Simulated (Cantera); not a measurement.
Charge: 1 mol Pb, 9.8 mol CO2, a varied amount of H2, held at 1675 K and 0.700 bar.

Cantera equilibrium calculation (NASA polynomials, part measured and part estimated; ideal gas, pure solids and liquids). Candidate condensed phases: C, C6H6, C7H8, C8H18, H2O, Pb, PbO, PbO2, Pb3O4; 113 gas species. Equilibrium is a limit: real reactors are often held back by kinetics, nucleation or transport.

x: gas mole fraction; nothing condenses.

| n(H2) (mol) | x H2 | x CO | x H2O | x CO2 | x Pb | x H |
|---|---|---|---|---|---|---|
| 21 | 0.402 | 0.258 | 0.258 | 0.0500 | 0.0314 | 8.80e-5 |
| 41 | 0.617 | 0.174 | 0.174 | 0.0149 | 0.0193 | 0.000109 |
| 62 | 0.724 | 0.128 | 0.128 | 0.00681 | 0.0137 | 0.000118 |
| 83 | 0.784 | 0.101 | 0.101 | 0.00389 | 0.0107 | 0.000123 |
| 100 | 0.817 | … | … | … | … | 0.000125 |
| 120 | 0.844 | 0.0730 | 0.0730 | 0.00190 | 0.00764 | 0.000128 |
| 140 | 0.865 | 0.0636 | 0.0636 | 0.00141 | 0.00663 | 0.000129 |
| 170 | 0.887 | … | … | … | … | 0.000131 |
| 190 | 0.898 | 0.0480 | 0.0480 | 0.000775 | 0.00498 | 0.000132 |
| 210 | 0.907 | 0.0437 | 0.0437 | 0.000636 | 0.00453 | 0.000132 |

**Question.** Some entries are withheld; supply them.

**Answer.** 
- 100, x CO: 0.0857
- 100, x H2O: 0.0857
- 100, x CO2: 0.00271
- 100, x Pb: 0.00902
- 170, x CO: 0.0532
- 170, x H2O: 0.0532
- 170, x CO2: 0.000964
- 170, x Pb: 0.00553
